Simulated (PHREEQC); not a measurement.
30 mol of Arcanite (K2SO4) is brought to equilibrium with 1 kg of water holding 0.41 mol Na2SO4, at 63 °C and several pressures. CO2 from the air is kept out. The run lets Arcanite, Glaserite, Mirabilite, Misenite, Thenardite precipitate or redissolve, and no other solid.

Base run: PHREEQC, Pitzer model, pitzer.dat. Each further column changes one thing. The table gives dissolved K (mol/kgw).

| P (atm) | base | temperature from 63 to 25 °C | temperature from 63 to 85 °C |
|---|---|---|---|
| 1 | 2.00 | 1.37 | 2.36 |
| 50 | 2.02 | 1.39 | 2.37 |
| 100 | 2.04 | 1.41 | 2.39 |
| 200 | 2.07 | 1.44 | 2.42 |
| 300 | 2.10 | 1.46 | 2.46 |
| 500 | 2.16 | 1.48 | 2.53 |
| 600 | 2.18 | 1.48 | 2.58 |
| 800 | 2.24 | 1.47 | 2.66 |
| 1000 | 2.29 | 1.44 | 2.76 |

At this temperature some constants are extrapolated from 25 °C, and those without enthalpy data are left unchanged.
